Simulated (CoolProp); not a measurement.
A simple Rankine cycle with R1233zd(E): condensing at 323.15 K, boiler at 1.73 MPa, turbine inlet 437.8 K, turbine efficiency 0.85, pump efficiency 0.6, no recuperator. Each further row changes one setting.

Model: reference Helmholtz-energy equation of state, Akasaka 2022, in CoolProp.

| case | thermal efficiency (%) | net work (kJ/kg) | heat in (kJ/kg) | turbine exit temperature (K) | volume ratio over the turbine |
|---|---|---|---|---|---|
| as stated | 12.3 | 32.7 | 265 | 383.8 | 6.13 |
| condensing temperature 315.15 K | 13.6 | 37.3 | 275 | 377.7 | 7.77 |
| boiler pressure 1.21 MPa | 10.2 | 27.9 | 272 | 397.0 | 4.12 |
| turbine efficiency 0.75 | 10.8 | 28.6 | 265 | 388.1 | 6.21 |
